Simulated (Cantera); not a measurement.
# Ammonia decomposition in nitride growth gas

An isothermal, constant-pressure homogeneous reactor starts with NH3 : H2 = 1 : 1.9 (molar parts), at 1675 K and 750 Torr.

Model: the gas-phase N/H chemistry of the illustrative SiF4/NH3 mechanism in the Surface Chemkin manual (1991), integrated in Cantera. Walls and surfaces, which speed up NH3 decomposition in real reactors, are not modelled.

```tsv
t (s)	x NH3	x H2	x N2	x N	x N2H4
2.00e-6	0.345	0.655	<1e-12	<1e-12	<1e-12
1.81e-5	0.345	0.655	<1e-12	<1e-12	1.15e-11
0.000164	0.345	0.655	8.11e-9	2.69e-11	1.05e-9
0.00148	0.345	0.655	1.34e-5	7.72e-9	4.65e-8
0.0134	0.344	0.656	0.000418	1.29e-8	6.54e-8
0.121	0.334	0.662	0.00405	1.28e-8	6.25e-8
1.10	0.264	0.706	0.0302	1.18e-8	4.29e-8
9.94	0.0798	0.822	0.0985	6.10e-9	5.54e-9
90.0	0.00884	0.866	0.125	9.22e-10	8.32e-11
```
x: mole fraction; the columns are a selection and need not sum to one.

Equilibrium at this temperature and pressure: NH3 1.11e-5, H2 0.872, N2 0.128, N 1.20e-12, N2H4 <1e-12 (gas phase only).
